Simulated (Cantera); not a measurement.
Cantera run, input and output.

```python
import numpy as np
import cantera as ct

surf = ct.Interface("ptcombust.yaml", "Pt_surf")
gas = surf.adjacent["gas"]
gas.TPX = 300, 2100, {'CH4': 0.049, 'O2': 0.096, 'N2': 0.79}
jet = ct.ImpingingJet(gas=gas, width=0.055, surface=surf)
jet.inlet.mdot, jet.inlet.T, jet.inlet.X = 0.12, 300, {'CH4': 0.049, 'O2': 0.096, 'N2': 0.79}
jet.set_refine_criteria(ratio=10, slope=0.2, curve=0.3)
show, cover = ['CH4', 'O2', 'H2O', 'OH', 'CO', 'CO2'], ["PT(S)", "H(S)", "O(S)", "OH(S)", "CO(S)", "C(S)"]

rows = []
print(f"{'Ts/K':>7s}" + "".join(f"{s:>11s}" for s in show + cover) + "   (gas at the wall, coverages)")
for i, Ts in enumerate([850, 900, 950, 1000, 1050, 1100]):
    jet.surface.T = Ts
    if i == 0:
        surf.TP = Ts, 2100
        surf.coverages = "PT(S):0.5, O(S):0.5"
        surf.advance_coverages(1.0)
        jet.set_initial_guess(products="inlet")
    jet.solve(loglevel=0, auto=(i == 0))
    rows.append([*(jet.X[gas.species_index(s), -1] for s in show), *surf[cover].coverages])
    print(f"{Ts:7g}" + "".join(f"{x:11.3e}" for x in rows[-1]))
```

Output:

```
   Ts/K        CH4         O2        H2O         OH         CO        CO2      PT(S)       H(S)       O(S)      OH(S)      CO(S)       C(S)   (gas at the wall, coverages)
    850  4.696e-02  9.099e-02  1.029e-02  1.030e-08  1.563e-05  6.697e-03  2.225e-01  2.110e-08  7.770e-01  5.196e-04  1.572e-05  4.022e-08
    900  4.256e-02  8.157e-02  1.853e-02  4.286e-08  2.083e-05  1.210e-02  3.047e-01  6.589e-08  6.947e-01  6.138e-04  1.399e-05  4.983e-08
    950  3.739e-02  7.055e-02  2.817e-02  1.442e-07  2.631e-05  1.843e-02  3.924e-01  1.690e-07  6.070e-01  6.540e-04  1.171e-05  5.609e-08
   1000  3.221e-02  5.955e-02  3.775e-02  4.051e-07  3.235e-05  2.476e-02  4.821e-01  3.740e-07  5.173e-01  6.443e-04  9.530e-06  5.963e-08
   1050  2.763e-02  4.985e-02  4.618e-02  9.937e-07  3.961e-05  3.034e-02  5.699e-01  7.387e-07  4.295e-01  5.975e-04  7.736e-06  6.164e-08
   1100  2.412e-02  4.241e-02  5.252e-02  2.157e-06  4.950e-05  3.468e-02  6.515e-01  1.327e-06  3.480e-01  5.270e-04  6.414e-06  6.367e-08
```

Model: Deutschmann's 1995 Pt surface mechanism with GRI-Mech 3.0 gas chemistry, integrated in Cantera. Catalytic surfaces can have several steady states; this one follows from the mechanism file's or the stated starting coverage.
